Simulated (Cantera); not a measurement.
Charge: 1 mol Ca(OH)2, 0.072 mol CO2, held at 0.290 bar.

Equilibrium computed with Cantera from the NASA thermochemical tables; the gas is ideal and each condensed phase is pure. Candidate condensed phases: C, C6H6, C7H8, C8H18, Ca, CaCO3, CaO, Ca(OH)2, H2O; 115 gas species. Equilibrium is a limit: real reactors are often held back by kinetics, nucleation or transport. All values below are at 1477 °C.

Base state: H2O 0.930, CO2 0.0666, H2 0.00181, O2 0.00101, OH 0.000553, CO 0.000471, H 1.84e-5, Ca(OH)2 1.02e-5 (mole fractions); condensed: CaO(s).

Task: What changes in the equilibrium state with this change: CO2 from 0.072 to 3.4 mol?

Result: 
| species | before | after |
|---|---|---|
| CO2 | 0.0666 | 0.767 |
| H2O | 0.930 | 0.226 |
| CO | 0.000471 | 0.00385 |
| Ca(OH)2 | 1.02e-5 | 2.47e-6 |
| H2 | 0.00181 | 0.000314 |
| H | 1.84e-5 | 7.65e-6 |
| O2 | 0.00101 | 0.00200 |
| OH | 0.000553 | 0.000324 |
| CaO(s), mol | 1.000 | 1.000 |
